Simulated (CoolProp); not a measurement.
2000 sccm (0 °C, 1 atm) of nitrogen bubbles through liquid methanol at 275.8 K and leaves saturated at a total pressure of 0.0987 MPa (ideal gas phase). Each further row changes one setting.

The numbers come from the reference Helmholtz-energy equation of state, de Reuck 1993 in CoolProp.

```
case                      vapour pressure (kPa)  mole fraction of vapour  delivery (mg/min)  delivery (sccm)  change of delivery for a bath 1 K warmer (%)
------------------------  ---------------------  -----------------------  -----------------  ---------------  --------------------------------------------
as stated                                  4.79                   0.0485                146              102                                           6.7
bath temperature 280.8 K                   6.48                   0.0656                201              140                                           6.5
total pressure 0.197 MPa                   4.79                   0.0243               71.2             49.8                                           6.5
```
